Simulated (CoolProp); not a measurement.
Vapour-liquid equilibrium of R22 (1) + R152A (2) at 13.2 bar; x and y are mole fractions of (1).

Computed with CoolProp (multi-fluid Helmholtz-energy mixture model, Kamei 1995 and Outcalt 1996; pair parameters Bell 2016).

**Question.** Give the bubble temperature and the first vapour's composition at x = 0.275, 0.35, 0.425. Is there an azeotrope?

**Answer.** x = 0.275: 49.5 °C, y = 0.343; x = 0.35: 48.0 °C, y = 0.429; x = 0.425: 46.5 °C, y = 0.512. No azeotrope shows between x = 0.05 and 0.95.

Pair parameters are fitted to limited data, so mixtures are less certain than the pure fluids.
